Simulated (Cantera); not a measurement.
# Thermodynamics of silicon oxide and oxynitride deposition, feed SiH4 + H2O + NO

A closed system holds: 1 mol SiH4, 0.22 mol H2O, 2 mol NO, held at 1.00 bar.

These are equilibrium values from Cantera (NASA tables, ideal gas, pure condensed phases), not measurements of a reactor. Candidate condensed phases: H2O, Si, SiO2, Si2N2O, Si3N4; 35 gas species. The tables hold silica as quartz up to 1696 K and as liquid above; real silica turns to tridymite and cristobalite and melts near 1996 K. Gases not in the tables: Si(OH)4. Equilibrium is a limit: real reactors are often held back by kinetics, nucleation or transport.

From 375 °C to 525 °C the condensed part is SiO2(α-quartz). From 575 °C to 1025 °C the condensed part is SiO2(β-quartz).

```
T (°C)   x H2   x N2   x H2O     x NH3  n SiO2(α-quartz)  n SiO2(β-quartz)
------  -----  -----  ------  --------  ----------------  ----------------
375     0.617  0.310  0.0687   0.00520              1.00                 0
425     0.619  0.310  0.0685   0.00261              1.00                 0
475     0.620  0.310  0.0684   0.00142              1.00                 0
525     0.620  0.310  0.0684  0.000831              1.00                 0
575     0.621  0.310  0.0684  0.000515                 0              1.00
625     0.621  0.310  0.0683  0.000336                 0              1.00
675     0.621  0.311  0.0683  0.000228                 0              1.00
725     0.621  0.311  0.0683  0.000161                 0              1.00
775     0.621  0.311  0.0683  0.000117                 0              1.00
825     0.621  0.311  0.0683   8.76e-5                 0              1.00
875     0.621  0.311  0.0683   6.72e-5                 0              1.00
925     0.621  0.311  0.0683   5.26e-5                 0              1.00
975     0.621  0.311  0.0683   4.20e-5                 0              1.00
1025    0.621  0.311  0.0683   3.41e-5                 0              1.00
```
x: gas mole fraction; n: condensed amount in mol.
